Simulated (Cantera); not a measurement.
A perfectly stirred reactor is fed with CH₄ : H₂O : N₂ = 1 : 0.55 : 0.0016 (molar parts), at 1.01 bar; it is held at 1898 K, and followed from long to short residence time.

Cantera simulation using GRI-Mech 3.0 (53 species, 325 reactions); the numbers are that mechanism's predictions, not measurements. GRI-Mech 3.0 stops at C3 and has no aromatics, soot or wall deposition, so with more carbon than oxygen in the feed, carbon stays in small species such as C2H2 where larger ones or solid carbon would form.

One state of this run: x CH₄ = 0.0184; x H₂O = 0.0395; x HCO = 4.56e-8; x C₂H = 1.04e-6; x HO₂ = <1e-12; x C₂H₄ = 0.000801; x O₂ = 2.48e-11. x: mole fraction; the columns are a selection and need not sum to one.

Which value of τ (s) does it belong to?
A) 0.85
B) 0.0029
C) 0.33
D) 0.13

C, 0.33
